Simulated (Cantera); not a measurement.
A closed system holds: 1 mol Si₂Cl₆, 37 mol NH₃, 1.7 mol N₂, at 165 Torr.

These are equilibrium values from Cantera (NASA tables, ideal gas, pure condensed phases), not measurements of a reactor. Candidate condensed phases: NH₄Cl, Si, Si₃N₄; 28 gas species. The feed counts by its element totals alone. The tables' values for SiCl₃ are old estimates; treat these amounts as uncertain. Kinetics and transport are ignored. All values below are at 1252 °C.

Base state: H₂ 0.679, N₂ 0.244, HCl 0.0766, SiCl₂ 0.000360, H 4.16e-5, SiCl₃ 3.34e-5 (mole fractions); condensed: Si₃N₄(s).

What changes in the equilibrium state with this change: pressure from 165 Torr to 0.270 Torr?


| species | before | after |
|---|---|---|
| H₂ | 0.679 | 0.684 |
| N₂ | 0.244 | 0.250 |
| HCl | 0.0766 | 0.0527 |
| SiCl₂ | 0.000360 | 0.0120 |
| Si | 1.09e-9 | 4.72e-5 |
| SiCl | 2.82e-8 | 3.38e-5 |
| H | 4.16e-5 | 0.00103 |
| Cl | 3.76e-6 | 6.38e-5 |
| SiCl₃ | 3.34e-5 | 3.08e-5 |
| Si₃N₄(s), mol | 0.656 | 0.352 |
The tables' values for SiCl, SiCl₃ are old estimates; treat these amounts as uncertain.
